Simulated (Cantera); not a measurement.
Feed: 1 mol CH₃F, 0.0085 mol Si, 14 mol H₂, held at 0.0100 bar.

Equilibrium computed with Cantera from the NASA thermochemical tables; the gas is ideal and each condensed phase is pure. Candidate condensed phases: C, C₆H₆, C₇H₈, C₈H₁₈, Si, SiC; 130 gas species. Ions and electrons are included (thermal ionisation). Rates play no part.

Question: At 3750 K, list the 7 most abundant gas species with their mole fractions, and the condensed phases.

Answer: H 0.931, C 0.0287, F 0.0205, HF 0.0103, H₂ 0.00862, C₂ 0.000753, Si 0.000249. Condensed: gas only.
